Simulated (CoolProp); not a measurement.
R1336mzz(Z) along the isotherm 500 K: Z from the reference equation and from simpler models built on Tc = 444.5 K, pc = 2.904 MPa, ω = 0.386; each cubic takes its own stable root.

The numbers come from the reference Helmholtz-energy equation of state, McLinden 2020 in CoolProp.

```csv
p (MPa),phase,reference
0.0918,gas,0.9927
0.209,gas,0.9834
0.476,gas,0.9618
1.08,gas,0.9109
2.46,gas,0.7839
5.61,supercritical,0.4798
12.8,supercritical,0.5962
29,supercritical,1.102
```

Question: How far does each simpler model (van der Waals, Redlich-Kwong, Soave-Redlich-Kwong, Peng-Robinson) lie from the reference over these 8 states: mean and median of the absolute difference, and the worst?

Answer: 
- van der Waals: mean 9.1 %, median 0.7 %, worst +37.8 % at 500 K and 29 MPa
- Redlich-Kwong: mean 3.0 %, median 1.2 %, worst +10.4 % at 500 K and 12.8 MPa
- Soave-Redlich-Kwong: mean 5.7 %, median 1.2 %, worst +16.6 % at 500 K and 12.8 MPa
- Peng-Robinson: mean 2.2 %, median 0.6 %, worst +8.4 % at 500 K and 5.61 MPa
